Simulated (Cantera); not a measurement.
Input: 1 mol SiHCl3, 0.15 mol NH3, 1.9 mol N2, at 1802 °C and 0.0548 Torr.

Method: chemical equilibrium by Gibbs-energy minimisation in Cantera with the NASA 1993 tables (ideal gas, pure condensed phases). Candidate condensed phases: NH4Cl, Si, Si3N4; 28 gas species. The tables' values for SiCl, SiCl3, SiN are old estimates; treat these amounts as uncertain. Kinetics and transport are ignored.

Base state: N2 0.370, Cl 0.202, HCl 0.155, SiCl2 0.0959, Si 0.0786, H 0.0548, H2 0.0309, SiCl 0.0124 (mole fractions); condensed: gas only.

**Question.** What changes in the equilibrium state with this change: NH3 from 0.15 to 7.8 mol?

**Answer.** 
```tsv
species	before	after
H2	0.0309	0.386
N2	0.370	0.251
H	0.0548	0.194
Cl	0.202	0.0341
SiCl2	0.0959	0.00141
SiCl	0.0124	0.00108
Si	0.0786	0.0406
HCl	0.155	0.0920
SiCl3	0.000128	3.17e-7
Si2	5.46e-5	1.46e-5
SiN	8.95e-5	3.81e-5
```
The tables' values for SiCl, SiN are old estimates; treat these amounts as uncertain.
